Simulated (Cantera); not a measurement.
## Adiabatic ignition

An adiabatic, constant-volume homogeneous reactor starts with CH4 : H2 : O2 : N2 : CO2 : C2H6 = 1 : 0.09 : 6.82 : 25.6 : 0.68 : 0.069 (molar parts), equivalence ratio 0.34, at 1375 K and 350000 Pa.

Computed with Cantera and GRI-Mech 3.0 (53 species, 325 reactions).

```json
[
 {"t (s)": "2.00e-6", "T (K)": "1375", "P (bar)": "3.50", "x CH4": "0.0292", "x H2": "0.00263", "x O2": "0.199", "x H2O2": "1.21e-10", "x H": "3.09e-9", "x CH2": "<1e-12"},
 {"t (s)": "1.07e-5", "T (K)": "1375", "P (bar)": "3.50", "x CH4": "0.0292", "x H2": "0.00263", "x O2": "0.199", "x H2O2": "4.05e-9", "x H": "1.55e-8", "x CH2": "1.49e-12"},
 {"t (s)": "5.69e-5", "T (K)": "1375", "P (bar)": "3.50", "x CH4": "0.0292", "x H2": "0.00263", "x O2": "0.199", "x H2O2": "1.94e-7", "x H": "1.79e-7", "x CH2": "1.22e-10"},
 {"t (s)": "0.000304", "T (K)": "2230", "P (bar)": "5.69", "x CH4": "<1e-12", "x H2": "0.000282", "x O2": "0.131", "x H2O2": "2.41e-7", "x H": "0.000125", "x CH2": "<1e-12"},
 {"t (s)": "0.00162", "T (K)": "2257", "P (bar)": "5.75", "x CH4": "<1e-12", "x H2": "0.000122", "x O2": "0.131", "x H2O2": "2.25e-7", "x H": "3.58e-5", "x CH2": "<1e-12"},
 {"t (s)": "0.00864", "T (K)": "2254", "P (bar)": "5.74", "x CH4": "<1e-12", "x H2": "0.000120", "x O2": "0.131", "x H2O2": "2.23e-7", "x H": "3.50e-5", "x CH2": "<1e-12"},
 {"t (s)": "0.0461", "T (K)": "2243", "P (bar)": "5.71", "x CH4": "<1e-12", "x H2": "0.000114", "x O2": "0.129", "x H2O2": "2.14e-7", "x H": "3.21e-5", "x CH2": "<1e-12"},
 {"t (s)": "0.246", "T (K)": "2231", "P (bar)": "5.68", "x CH4": "<1e-12", "x H2": "0.000107", "x O2": "0.127", "x H2O2": "2.05e-7", "x H": "2.93e-5", "x CH2": "<1e-12"},
 {"t (s)": "1.31", "T (K)": "2230", "P (bar)": "5.68", "x CH4": "<1e-12", "x H2": "0.000107", "x O2": "0.126", "x H2O2": "2.05e-7", "x H": "2.92e-5", "x CH2": "<1e-12"},
 {"t (s)": "7.00", "T (K)": "2230", "P (bar)": "5.68", "x CH4": "<1e-12", "x H2": "0.000107", "x O2": "0.126", "x H2O2": "2.05e-7", "x H": "2.92e-5", "x CH2": "<1e-12"}
]
```
x: mole fraction; the columns are a selection and need not sum to one.

```yaml
time_of_steepest_temperature_rise: 0.258 ms
temperature at 7.00 s: 2230 K
equilibrium_temperature: 2230 K
x(CH4) at 7.00 s: <1e-12 (gas-phase equilibrium <1e-12)
x(H2) at 7.00 s: 0.000107 (gas-phase equilibrium 0.000107)
x(O2) at 7.00 s: 0.126 (gas-phase equilibrium 0.126)
```
